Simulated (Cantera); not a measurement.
Cantera run, input and output.

```python
import numpy as np
import cantera as ct

gas = ct.Solution("gri30.yaml")
gas.TPX = 1475, 13332, {'NO': 1, 'N2': 0.82}
reactor = ct.IdealGasConstPressureReactor(gas, energy="off", clone=False)
net = ct.ReactorNet([reactor])
net.rtol, net.atol = 1e-08, 1e-18
show = ['NO', 'N2', 'O2', 'N2O', 'O', 'NO2']
times = np.geomspace(0.0005, 100, 14)

steps = ct.SolutionArray(gas, extra=["t"])
rows = []
print(f"{'t/s':>10s}{'T/K':>9s}{'P/Pa':>11s}" + "".join(f"{s:>11s}" for s in show))
for t in times:
    while net.time < t:
        t_next = net.step()
        steps.append(gas.state, t=t_next)
    rows.append([np.interp(t, steps.t, y) for y in (steps.T, steps.P, *steps(*show).X.T)])
    print(f"{t:10.3e}{rows[-1][0]:9.1f}{rows[-1][1]:11.4g}" + "".join(f"{x:11.3e}" for x in rows[-1][2:]))
rate = np.gradient(steps.T, steps.t)
print("integrator steps:", len(steps.t))
if steps.T.max() > steps.T[0] + 200:
    print(f"time of steepest temperature rise: {steps.t[rate.argmax()]:.4e} s")
gas.TPX = 1475, 13332, {'NO': 1, 'N2': 0.82}
gas.equilibrate("TP")
print(f"equilibrium (TP): T = {gas.T:.1f} K  " + "  ".join(f"{s} {gas[s].X[0]:.3e}" for s in show))
```

It prints:

```
       t/s      T/K       P/Pa         NO         N2         O2        N2O          O        NO2
 5.000e-04   1475.0  1.333e+04  5.495e-01  4.505e-01  8.702e-11  1.331e-07  7.859e-08  5.472e-08
 1.279e-03   1475.0  1.333e+04  5.494e-01  4.505e-01  4.118e-10  3.401e-07  1.087e-07  2.325e-07
 3.270e-03   1475.0  1.333e+04  5.494e-01  4.505e-01  1.752e-09  8.672e-07  1.164e-07  7.576e-07
 8.362e-03   1475.0  1.333e+04  5.494e-01  4.506e-01  8.006e-09  2.202e-06  1.220e-07  2.122e-06
 2.138e-02   1475.0  1.333e+04  5.494e-01  4.506e-01  4.455e-08  5.530e-06  1.360e-07  5.657e-06
 5.468e-02   1475.0  1.333e+04  5.494e-01  4.506e-01  3.102e-07  1.351e-05  1.710e-07  1.489e-05
 1.398e-01   1475.0  1.333e+04  5.494e-01  4.506e-01  2.663e-06  3.083e-05  2.510e-07  3.827e-05
 3.576e-01   1475.0  1.333e+04  5.492e-01  4.506e-01  2.380e-05  6.014e-05  3.831e-07  8.297e-05
 9.144e-01   1475.0  1.333e+04  5.489e-01  4.508e-01  1.421e-04  8.745e-05  4.785e-07  1.167e-04
 2.338e+00   1475.0  1.333e+04  5.481e-01  4.511e-01  5.125e-04  9.421e-05  5.179e-07  1.288e-04
 5.980e+00   1475.0  1.333e+04  5.462e-01  4.521e-01  1.471e-03  9.357e-05  5.781e-07  1.476e-04
 1.529e+01   1475.0  1.333e+04  5.413e-01  4.546e-01  3.896e-03  9.168e-05  7.055e-07  1.868e-04
 3.910e+01   1475.0  1.333e+04  5.291e-01  4.606e-01  9.930e-03  8.723e-05  9.460e-07  2.575e-04
 1.000e+02   1475.0  1.333e+04  5.002e-01  4.751e-01  2.428e-02  7.742e-05  1.348e-06  3.623e-04
integrator steps: 922
equilibrium (TP): T = 1475.0 K  NO 1.190e-03  N2 7.247e-01  O2 2.741e-01  N2O 2.575e-08  O 4.142e-06  NO2 2.863e-06
```

Detailed kinetics in Cantera: GRI-Mech 3.0 (53 species, 325 reactions).
